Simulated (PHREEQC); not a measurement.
**Hard or scaling water (model solution)**

Solution (30 °C): 0.00144 mol MgCl2, 0.000106 mol Na2HPO4 and 0.0008 mol KCl per kg of water. Closed to the air; pH follows from the charge balance.

Equilibrium calculation in PHREEQC: ion-association model, wateq4f.dat.

No solid was allowed to form.

Estimate the pH.

pH 7.89.

In which forms is P present?

HPO4-2 52 %, MgHPO4 32 %, H2PO4- 8.3 %, MgPO4- 7.0 % of the P.

H3PO4, which wateq4f.dat lacks, is added to it with the constant of phreeqc.dat.
